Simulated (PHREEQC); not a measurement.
Make-up at 88 °C: 0.062 mol BaCl2 per kg of water. Closed to the air; pH follows from the charge balance.

Computed with PHREEQC (ion-association model, phreeqc.dat).

This is a speciation only: nothing precipitates in the calculation.

Task: Estimate the specific conductance, density.

Result: specific conductance 33100 µS/cm; density 0.978 g/cm³.

Away from 25 °C the constants follow the database's enthalpies or fits; those with neither stay at their 25 °C values.
